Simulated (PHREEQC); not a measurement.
Solution (25 °C): 0.0012 mol NaHS, 0.015 mol HCl and 0.054 mol NiCl2 per kg of water. Closed to the air; pH follows from the charge balance.

Equilibrium calculation in PHREEQC: ion-association model, wateq4f.dat.

This is a speciation only: nothing precipitates in the calculation.

Q: Order these Cl species by the share of Cl that they hold, largest first: Cl-, NiCl+, NiCl2.

A: Cl- (95 %), NiCl+ (3.6 %), NiCl2 (1.6 %)

Q: Order these Ni species by the share of Ni that they hold, largest first: NiCl+, NiCl2, Ni+2.

A: Ni+2 (90 %), NiCl+ (8.2 %), NiCl2 (1.8 %)

The pH is 1.95 and the ionic strength 0.165 mol/kgw. Saturation is exceeded, for instance for Millerite; the values hold only as long as no solid forms. The polysulfide entries of wateq4f.dat were taken out for this run.
